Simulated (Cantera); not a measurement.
Input: 1 mol Cu2O, 5.3 mol H2, equilibrated at 0.100 bar.

Equilibrium computed with Cantera from the NASA thermochemical tables; the gas is ideal and each condensed phase is pure. Candidate condensed phases: Cu, CuO, Cu(OH)2, Cu2O, H2O; 12 gas species. The numbers say what is thermodynamically allowed, not how fast it happens.

x: gas mole fraction; n: condensed amount in mol.

```
T (K)   x H2  x H2O      x Cu       x H    x OH  n Cu(s)  n Cu(l)
-----  -----  -----  --------  --------  ------  -------  -------
873    0.811  0.189    <1e-12  1.33e-10  <1e-12     2.00        0
948    0.811  0.189  1.73e-11   1.49e-9  <1e-12     2.00        0
1023   0.811  0.189  3.84e-10   1.18e-8     ___     2.00        0
1098   0.811  0.189   5.57e-9   7.04e-8     ___     2.00        0
1173   0.811  0.189   5.71e-8   3.36e-7     ___     2.00        0
1248   0.811  0.189   4.41e-7   1.33e-6     ___     2.00        0
1323   0.811  0.189   2.68e-6   4.52e-6     ___     2.00        0
1398   0.811  0.189   1.30e-5   1.35e-5     ___        0     2.00
1473   0.811  0.189   5.17e-5   3.60e-5     ___        0     2.00
1548   0.811  0.189  0.000180   8.77e-5     ___        0     2.00
1623   0.811  0.189  0.000555  0.000197     ___        0     2.00
1698   0.810  0.188   0.00155  0.000411     ___        0     1.99
1773   0.807  0.188   0.00394  0.000808     ___        0     1.98
```

**Question.** Fill in the missing entries.

**Answer.** 
- 1023, x OH: 7.22e-12
- 1098, x OH: 7.21e-11
- 1173, x OH: 5.38e-10
- 1248, x OH: 3.16e-9
- 1323, x OH: 1.52e-8
- 1398, x OH: 6.18e-8
- 1473, x OH: 2.18e-7
- 1548, x OH: 6.81e-7
- 1623, x OH: 1.92e-6
- 1698, x OH: 4.92e-6
- 1773, x OH: 1.17e-5
